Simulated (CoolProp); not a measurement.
Properties of R113 along the isotherm 249.4 K (Tc = 487.2 K, pc = 3.392 MPa, ω = 0.253).

Computed with CoolProp (reference Helmholtz-energy equation of state, Marx 1992).

```json
[
 {"p (MPa)": "0.0161", "phase": "liquid", "density (kg/m³)": "1676"},
 {"p (MPa)": "0.0236", "phase": "liquid", "density (kg/m³)": "1676"},
 {"p (MPa)": "0.0347", "phase": "liquid", "density (kg/m³)": "1676"},
 {"p (MPa)": "0.0509", "phase": "liquid", "density (kg/m³)": "1676"},
 {"p (MPa)": "0.0747", "phase": "liquid", "density (kg/m³)": "1677"},
 {"p (MPa)": "0.11", "phase": "liquid", "density (kg/m³)": "1677"},
 {"p (MPa)": "0.161", "phase": "liquid", "density (kg/m³)": "1677"},
 {"p (MPa)": "0.236", "phase": "liquid", "density (kg/m³)": "1677"},
 {"p (MPa)": "0.347", "phase": "liquid", "density (kg/m³)": "1677"},
 {"p (MPa)": "0.509", "phase": "liquid", "density (kg/m³)": "1677"},
 {"p (MPa)": "0.747", "phase": "liquid", "density (kg/m³)": "1678"},
 {"p (MPa)": "1.1", "phase": "liquid", "density (kg/m³)": "1678"},
 {"p (MPa)": "1.61", "phase": "liquid", "density (kg/m³)": "1679"},
 {"p (MPa)": "2.36", "phase": "liquid", "density (kg/m³)": "1681"},
 {"p (MPa)": "3.47", "phase": "liquid", "density (kg/m³)": "1683"},
 {"p (MPa)": "5.09", "phase": "liquid", "density (kg/m³)": "1686"}
]
```
